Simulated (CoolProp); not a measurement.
Properties of R141b at several states (Tc = 477.5 K, pc = 42.12 bar, ω = 0.220).

Computed with CoolProp (reference Helmholtz-energy equation of state, Lemmon 2006). It is a short technical equation, of lower accuracy than the large ones.

```tsv
T (K)	p (bar)	phase	speed of sound (m/s)	Joule-Thomson coefficient (K/MPa)
442.2	69.3	liquid	…	0.3982
476.1	2.45	gas	188.0	…
274	16.5	liquid	920.3	-0.4213
233.4	6.02	liquid	1076	…
```

**Question.** Some entries are withheld; supply them.

**Answer.** 
- 442.2, speed of sound (m/s): 385.5
- 476.1, Joule-Thomson coefficient (K/MPa): 9.255
- 233.4, Joule-Thomson coefficient (K/MPa): -0.4643
